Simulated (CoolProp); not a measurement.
Sulfur dioxide along the isotherm 374.6 K: fugacity coefficient from the reference equation and from simpler models built on Tc = 430.6 K, pc = 7.887 MPa, ω = 0.256; each cubic takes its own stable root.

Values from CoolProp's reference Helmholtz-energy equation of state, Gao 2016.

```
p (MPa)   phase  reference  van der Waals  Redlich-Kwong  Soave-Redlich-Kwong
-------  ------  ---------  -------------  -------------  -------------------
0.111       gas     0.9921         0.9942         0.9929               0.9925
0.21        gas     0.9850         0.9890         0.9865               0.9858
0.398       gas     0.9716         0.9791         0.9745               0.9732
0.754       gas     0.9463         0.9605         0.9519               0.9493
1.43        gas     0.8984         0.9252         0.9092               0.9042
2.71        gas     0.8069         0.8580         0.8287               0.8190
5.14     liquid     0.4624         0.6714         0.5418               0.4773
9.74     liquid     0.2652         0.4059         0.3159               0.2771
18.5     liquid     0.1628         0.2721         0.1990               0.1736
35       liquid     0.1137         0.2200         0.1444               0.1251
```
